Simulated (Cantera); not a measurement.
Input (Python, Cantera) and output of one run.

```python
import numpy as np
import cantera as ct

gas_names = [...]  # 92 gases of nasa_gas.yaml made of C, H, N
cond_names = """
    C(gr) C6H6(L) C7H8(L) C8H18(L),n-octa
""".split()


# ... load() reads the species with a 1 bar reference pressure and builds the phases ...
atoms = {
    'C3H8': {'C': 3, 'H': 8},
    'H2': {'H': 2},
    'N2': {'N': 2},
}
top_T = {'C(gr)': 4500}  # K; cautious upper limits of use, not melting points


# ... equilibrate(T, P, feed) seeds the gas with the atoms and calls Mixture.equilibrate('TP', solver="vcs", rtol=1e-11, max_steps=5000) ...
results = []
feed = {'C3H8': 1, 'H2': 0.39, 'N2': 29}  # mol
T = 1650  # K
P = 133.322  # Pa
mix = equilibrate(T, P, feed)
results.append((T, P, feed, dict(zip(mix.species_names, mix.species_moles))))
print(gas.report(threshold=0.0001))
for i in range(1, mix.n_phases):
    print(f"{mix.phase(i).name:16s} {mix.phase_moles(i):12.5e} mol")
```

It prints:

```
       temperature   1650 K
          pressure   133.32 Pa
           density   0.00023903 kg/m^3
  mean mol. weight   24.596 kg/kmol
   phase of matter   gas

                          1 kg             1 kmol
                     ---------------   ---------------
          enthalpy        1.7743e+06        4.3642e+07  J
   internal energy        1.2166e+06        2.9923e+07  J
           entropy             12005        2.9528e+05  J/K
    Gibbs function       -1.8034e+07       -4.4357e+08  J
 heat capacity c_p            1419.9             34925  J/K
 heat capacity c_v            1081.9             26610  J/K

                      mass frac. Y      mole frac. X     chem. pot. / RT
                     ---------------   ---------------   ---------------
                 H        3.6832e-05        0.00089873           -13.771
               HCN         0.0010214        0.00092959           -32.678
                H2          0.010695           0.13049           -27.541
                N2           0.98821           0.86766           -33.072
     [  +88 minor]        3.3276e-05        3.0492e-05

C(gr)             2.96773e+00 mol
```

Method: chemical equilibrium by Gibbs-energy minimisation in Cantera with the NASA 1993 tables (ideal gas, pure condensed phases).
